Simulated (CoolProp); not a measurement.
Vapour-liquid equilibrium of cyclohexane (1) + n-nonane (2) at 0.074 MPa; x and y are mole fractions of (1).

The numbers come from the multi-fluid Helmholtz-energy mixture model, Zhou 2014 and Lemmon 2006; pair parameters Bell 2016 in CoolProp.

| x | bubble temperature (°C) | y at the bubble point | dew temperature at overall composition x (°C) | liquid density (mol/L) |
|---|---|---|---|---|
| 0.05 | 131.2 | 0.240 | 137.7 | 4.984 |
| 0.2 | 113.2 | 0.627 | 132.7 | 5.439 |
| 0.35 | 100.8 | 0.798 | 126.9 | 5.911 |
| 0.5 | 91.3 | 0.889 | 120.1 | 6.424 |
| 0.65 | 83.7 | 0.943 | 111.8 | 6.998 |
| 0.8 | 77.4 | 0.975 | 100.6 | 7.648 |
| 0.95 | 72.1 | 0.995 | 82.4 | 8.395 |

No azeotrope shows between x = 0.05 and 0.95.

Pair parameters are fitted to limited data, so mixtures are less certain than the pure fluids.
